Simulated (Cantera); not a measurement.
A perfectly stirred reactor is fed with 20.0 % H2, 80.0 % O2, at 0.00947 atm; it is held at 1050 K, and followed from long to short residence time.

Computed with Cantera and GRI-Mech 3.0 (53 species, 325 reactions). Radical loss at walls, strong at low pressure, is not modelled. The temperature is held fixed by assumption; the heat of reaction is taken as removed at once.

x: mole fraction; the columns are a selection and need not sum to one.

```json
[
 {"τ (s)": "0.52", "x H2": "0.00179", "x O2": "0.773", "x OH": "0.00164", "x O": "0.00388", "x HO2": "7.73e-6"},
 {"τ (s)": "0.27", "x H2": "0.00264", "x O2": "0.771", "x OH": "0.00206", "x O": "0.00581", "x HO2": "8.62e-6"},
 {"τ (s)": "0.14", "x H2": "0.00388", "x O2": "0.768", "x OH": "0.00260", "x O": "0.00860", "x HO2": "9.36e-6"},
 {"τ (s)": "0.075", "x H2": "0.00558", "x O2": "0.763", "x OH": "0.00322", "x O": "0.0123", "x HO2": "9.87e-6"},
 {"τ (s)": "0.040", "x H2": "___", "x O2": "0.757", "x OH": "___", "x O": "___", "x HO2": "1.01e-5"},
 {"τ (s)": "0.021", "x H2": "0.0115", "x O2": "0.748", "x OH": "0.00477", "x O": "0.0231", "x HO2": "1.01e-5"},
 {"τ (s)": "0.011", "x H2": "___", "x O2": "0.738", "x OH": "___", "x O": "___", "x HO2": "9.76e-6"},
 {"τ (s)": "0.0057", "x H2": "0.0237", "x O2": "0.730", "x OH": "0.00645", "x O": "0.0335", "x HO2": "9.24e-6"},
 {"τ (s)": "0.0030", "x H2": "0.0348", "x O2": "0.727", "x OH": "0.00714", "x O": "0.0344", "x HO2": "8.64e-6"}
]
```

**Question.** Complete the blanks.

**Answer.** 
- 0.040, x H2: 0.00800
- 0.040, x OH: 0.00395
- 0.040, x O: 0.0172
- 0.011, x H2: 0.0164
- 0.011, x OH: 0.00563
- 0.011, x O: 0.0292
